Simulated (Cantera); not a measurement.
Charge: 1 mol C2H2, 0.16 mol NH3, 35 mol H2, held at 2427 °C and 0.133 bar.

These are equilibrium values from Cantera (NASA tables, ideal gas, pure condensed phases), not measurements of a reactor. Candidate condensed phases: C, C6H6, C7H8, C8H18; 92 gas species. Kinetics and transport are ignored.

Base state: H2 0.834, H 0.142, C2H2 (acetylene) 0.0197, HCN 0.00251, N2 0.000595, HNC 0.000363, C2H 0.000356, C4H2 0.000193 (mole fractions); condensed: C(graphite).

Question: What changes in the equilibrium state with this change: temperature from 2427 °C to 2400 °C?

Answer: 
| species | before | after |
|---|---|---|
| H2 | 0.834 | 0.848 |
| H | 0.142 | 0.129 |
| C2H2 (acetylene) | 0.0197 | 0.0181 |
| C3 | 6.60e-5 | 4.60e-5 |
| C | 1.59e-5 | 1.15e-5 |
| C2H | 0.000356 | 0.000279 |
| C4H2 | 0.000193 | 0.000161 |
| C(graphite), mol | 0.276 | 0.423 |

Question: What changes in the equilibrium state with this change: NH3 from 0.16 to 0.42 mol?

Answer: 
```
species             before     after
----------------  --------  --------
H2                   0.834     0.830
H                    0.142     0.142
C2H2 (acetylene)    0.0197    0.0196
HCN                0.00251   0.00501
N2                0.000595   0.00239
CN                 3.20e-5   6.42e-5
HNC               0.000363  0.000726
C(graphite), mol     0.276     0.145
```
